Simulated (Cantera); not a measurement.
Cantera run:

```python
import numpy as np
import cantera as ct

gas_names = """
    CL CL2 H HCL H2 N NH NH2 NH3 N2 N2H2 N2H4 Si SiCL SiCL2 SiCL3 SiCL4 SiH SiHCL3 SiH2 SiH2CL2 SiH3
    SiH3CL SiH4 SiN Si2 Si2N Si3
""".split()
cond_names = """
    NH4CL(a) NH4CL(b) Si(cr) Si(L) Si3N4(a)
""".split()


# ... load() reads the species with a 1 bar reference pressure and builds the phases ...
atoms = {
    'SiH2Cl2': {'Si': 1, 'H': 2, 'CL': 2},
    'NH3': {'N': 1, 'H': 3},
}
top_T = {'Si3N4(a)': 2400}  # K; cautious upper limits of use, not melting points


# ... equilibrate(T, P, feed) seeds the gas with the atoms and calls Mixture.equilibrate('TP', solver="vcs", rtol=1e-11, max_steps=5000) ...
results = []
feed = {'SiH2Cl2': 1, 'NH3': 1.8}  # mol
T = 1175  # K
P = 49  # Pa
mix = equilibrate(T, P, feed)
results.append((T, P, feed, dict(zip(mix.species_names, mix.species_moles))))
print(gas.report(threshold=1e-06))
for i in range(1, mix.n_phases):
    print(f"{mix.phase(i).name:16s} {mix.phase_moles(i):12.5e} mol")
```

Output:

```
       temperature   1175 K
          pressure   49 Pa
           density   8.8732e-05 kg/m^3
  mean mol. weight   17.691 kg/kmol
   phase of matter   gas

                          1 kg             1 kmol
                     ---------------   ---------------
          enthalpy       -6.9641e+05        -1.232e+07  J
   internal energy       -1.2486e+06        -2.209e+07  J
           entropy             15222         2.693e+05  J/K
    Gibbs function       -1.8583e+07       -3.2875e+08  J
 heat capacity c_p              1826             32304  J/K
 heat capacity c_v              1356             23990  J/K

                      mass frac. Y      mole frac. X     chem. pot. / RT
                     ---------------   ---------------   ---------------
                CL        4.7969e-06        2.3939e-06           -29.705
                 H        2.3691e-07        4.1579e-06           -13.058
               HCL           0.76543           0.37142           -42.762
                H2          0.064238           0.56371           -26.116
                N2          0.085988          0.054302           -35.829
             SiCL2           0.01928         0.0034459           -68.506
             SiCL3          0.010596         0.0013944           -98.211
             SiCL4          0.052948         0.0055138           -127.92
            SiHCL3         0.0015107        0.00019732           -111.27
     [  +19 minor]        5.1914e-06        9.1913e-07

Si(cr)            0.00000e+00 mol
Si3N4(a)          3.15970e-01 mol
```

Method: chemical equilibrium by Gibbs-energy minimisation in Cantera with the NASA 1993 tables (ideal gas, pure condensed phases). The tables' values for SiCl3 are old estimates; treat these amounts as uncertain.
